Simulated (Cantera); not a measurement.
Input (Python, Cantera):

```python
import numpy as np
import cantera as ct

gas = ct.Solution("gri30.yaml")
gas.TPX = 1823, 100000, {'NO': 1, 'N2': 14}
inlet = ct.Reservoir(gas, clone=True)

reactor = ct.IdealGasConstPressureReactor(gas, energy="off", clone=False)
exhaust = ct.Reservoir(gas, clone=True)
tau = [2.7, 1, 0.4, 0.15, 0.06, 0.023, 0.0089, 0.0034, 0.0013, 0.00051, 0.0002][0]
for a, b in ((inlet, reactor), (reactor, exhaust)):
    ct.MassFlowController(a, b, mdot=lambda t: reactor.mass / tau)
net = ct.ReactorNet([reactor])
show = ['NO', 'O2', 'O', 'NO2', 'N2O']

rows = []
print(f"{'tau/s':>10s}{'T/K':>9s}" + "".join(f"{s:>11s}" for s in show))
for tau in [2.7, 1, 0.4, 0.15, 0.06, 0.023, 0.0089, 0.0034, 0.0013, 0.00051, 0.0002]:
    net.initial_time = 0.0
    net.advance(30 * tau)
    before = gas.X
    net.advance(40 * tau)
    drift = np.max(np.abs(gas.X - before) / (gas.X + 1e-9))
    rows.append([gas.T, *gas[show].X, drift])
    print(f"{tau:10.3e}{gas.T:9.1f}" + "".join(f"{x:11.3e}" for x in gas[show].X))
```

It prints:

```
     tau/s      T/K         NO         O2          O        NO2        N2O
 2.700e+00   1823.0  5.937e-02  3.625e-03  1.012e-05  2.034e-05  1.558e-06
 1.000e+00   1823.0  6.380e-02  1.412e-03  7.241e-06  1.552e-05  1.784e-06
 4.000e-01   1823.0  6.550e-02  5.646e-04  5.749e-06  1.257e-05  1.871e-06
 1.500e-01   1823.0  6.623e-02  2.064e-04  4.939e-06  1.086e-05  1.899e-06
 6.000e-02   1823.0  6.649e-02  7.757e-05  4.499e-06  9.893e-06  1.884e-06
 2.300e-02   1823.0  6.659e-02  2.521e-05  4.015e-06  8.793e-06  1.816e-06
 8.900e-03   1823.0  6.664e-02  6.446e-06  3.191e-06  6.897e-06  1.654e-06
 3.400e-03   1823.0  6.665e-02  9.521e-07  1.896e-06  3.938e-06  1.335e-06
 1.300e-03   1823.0  6.666e-02  8.479e-08  8.060e-07  1.496e-06  8.880e-07
 5.100e-04   1823.0  6.666e-02  8.769e-09  3.262e-07  4.724e-07  4.827e-07
 2.000e-04   1823.0  6.667e-02  1.265e-09  1.459e-07  1.350e-07  2.231e-07
```

Detailed kinetics in Cantera: GRI-Mech 3.0 (53 species, 325 reactions).
